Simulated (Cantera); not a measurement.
A closed system holds: 1 mol Si, 3 mol H₂O, 2.9 mol N₂, held at 1025 °C and 4.90 mbar.

Cantera equilibrium calculation (NASA polynomials, part measured and part estimated; ideal gas, pure solids and liquids). Candidate condensed phases: H₂O, Si, SiO₂, Si₂N₂O, Si₃N₄; 35 gas species. The tables hold silica as quartz up to 1696 K and as liquid above; real silica turns to tridymite and cristobalite and melts near 1996 K. The numbers say what is thermodynamically allowed, not how fast it happens.

Base state: N₂ 0.492, H₂ 0.339, H₂O 0.169 (mole fractions); condensed: SiO₂(β-quartz).

**Question.** What changes in the equilibrium state with this change: Si replaced by Si₃N₄?

**Answer.** 
| species | before | after |
|---|---|---|
| N₂ | 0.492 | 0.565 |
| H₂ | 0.339 | 0.435 |
| H₂O | 0.169 | 2.85e-5 |
| H | 8.91e-6 | 1.01e-5 |
| SiO₂(β-quartz), mol | 1.00 | 1.000 |
| Si₂N₂O(s), mol | 0 | 1.00 |
Mutual solubility and eutectic melting of coexisting phases are not modelled.

**Question.** What changes in the equilibrium state with this change: Si replaced by SiC?

**Answer.** 
```
species               before    after
-------------------  -------  -------
H₂                     0.339    0.435
N₂                     0.492    0.420
CO                         0    0.145
H₂O                    0.169  2.58e-5
H                    8.91e-6  1.01e-5
SiO₂(β-quartz), mol     1.00    1.000
```
N₂ is the only nitrogen source here; it is nearly inert below about 1500 K, so the nitride shown seldom forms there in practice. Further candidate phases: C, C₆H₆, C₇H₈, C₈H₁₈, SiC.
